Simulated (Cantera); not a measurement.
Feed: 1 mol borazine, 0.22 mol O2, 62 mol N2, equilibrated at 825 °C and 133 Pa.

Equilibrium computed with Cantera from the NASA thermochemical tables; the gas is ideal and each condensed phase is pure. Candidate condensed phases: B, BN, B2O3, B3O3H3, H2O; 39 gas species. The feed counts by its element totals alone. Mutual solubility and eutectic melting of coexisting phases are not modelled. Equilibrium is a limit: real reactors are often held back by kinetics, nucleation or transport.

Base state: N2 0.954, H2 0.0460, H2O 4.65e-5, HBO2 3.15e-5 (mole fractions); condensed: BN(s) + B2O3(l).

**Question.** What changes in the equilibrium state with this change: O2 from 0.22 to 2.5 mol?

**Answer.** 
```
species        before     after
------------  -------  --------
N2              0.954     0.955
H2             0.0460    0.0376
H2O           4.65e-5   0.00732
HBO2          3.15e-5  0.000395
BN(s), mol       2.71         0
B2O3(l), mol    0.144      1.49
```

**Question.** What changes in the equilibrium state with this change: borazine replaced by B?

**Answer.** 
```
species        before  after
------------  -------  -----
N2              0.954   1.00
H2             0.0460      0
H2O           4.65e-5      0
HBO2          3.15e-5      0
BN(s), mol       2.71  0.707
B2O3(l), mol    0.144  0.147
```
N2 is the only nitrogen source here; it is nearly inert below about 1500 K, so the nitride shown seldom forms there in practice.
